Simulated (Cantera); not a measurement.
## Ignition delay

Mixture: 10.2 % CH4, 25.6 % O2, 64.2 % N2, equivalence ratio 0.80, at 6.50 bar, adiabatic and at constant volume. Ignition delay is the time to a rise of 400 K.

Model: GRI-Mech 3.0 (53 species, 325 reactions), integrated in Cantera.

```json
[
 {"T0 (K)": "1225", "delay (ms)": "3.36"},
 {"T0 (K)": "1275", "delay (ms)": "1.82"},
 {"T0 (K)": "1325", "delay (ms)": "1.02"},
 {"T0 (K)": "1375", "delay (ms)": "0.586"},
 {"T0 (K)": "1425", "delay (ms)": "0.346"},
 {"T0 (K)": "1475", "delay (ms)": "0.210"},
 {"T0 (K)": "1525", "delay (ms)": "0.131"},
 {"T0 (K)": "1575", "delay (ms)": "0.0843"},
 {"T0 (K)": "1625", "delay (ms)": "0.0555"}
]
```

The apparent activation energy between 1525 and 1625 K is 180 kJ/mol.
